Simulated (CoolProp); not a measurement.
Model: reference Helmholtz-energy equation of state, de Vries 1995, in CoolProp.

**Question.** Give the vapour pressure (MPa), liquid cp (kJ/(kg K)), liquid viscosity (µPa s), liquid conductivity (mW/(m K)) of saturated R124 at -27.25 °C.

**Answer.** 
```json
[
 {"T (°C)": "-27.25", "p (MPa)": "0.0509", "liquid cp (kJ/(kg K))": "1.04", "liquid viscosity (µPa s)": "490", "liquid conductivity (mW/(m K))": "87.7"}
]
```

Viscosity comes from a separate model (Bell 2016), an estimate that may be off by 10 % or more. Thermal conductivity comes from a separate model (Huber 2003), an estimate that may be off by 10 % or more.
